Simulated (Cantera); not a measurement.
Feed: 1 mol HgO, 5.3 mol H2, equilibrated at 1.90 mbar.

Method: chemical equilibrium by Gibbs-energy minimisation in Cantera with the NASA 1993 tables (ideal gas, pure condensed phases). Candidate condensed phases: H2O, Hg, HgO; 10 gas species. The numbers say what is thermodynamically allowed, not how fast it happens. All values below are at 925 K.

Base state: H2 0.683, H2O 0.159, Hg 0.159 (mole fractions); condensed: gas only.

What changes in the equilibrium state with this change: H2 from 5.3 to 0.13 mol?


```tsv
species	before	after
Hg	0.159	0.639
O2	<1e-9	0.278
H2O	0.159	0.0831
H2	0.683	<1e-9
```
